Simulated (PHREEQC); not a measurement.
1.3 g of hydrous ferric oxide (600 m²/g; 0.2 weak and 0.005 strong sites per Fe, Dzombak-Morel constants, diffuse double layer) in 1 kg of water with 0.3 mol/kgw of an inert sodium salt and 6.1e-05 mol/kgw NiCl2, at 25 °C; the pH is set by adding NaOH or the inert anion's acid. O2 is buffered at 0.21 atm. No CO2 enters from the air. No solid was allowed to form.

Equilibrium calculation in PHREEQC: ion-association model, wateq4f.dat.

**Question.** Predict surface charge σ (C/m²), surface potential ψ (mV) at pH = 5, 7, 9, 11.

**Answer.** 
```
pH  surface charge σ (C/m²)  surface potential ψ (mV)
--  -----------------------  ------------------------
5                     0.269                       110
7                     0.068                        48
9                    -0.049                       -36
11                   -0.236                      -103
```

Species that the database lacks are ignored. The oxide is taken as insoluble; below pH 4 it would dissolve.
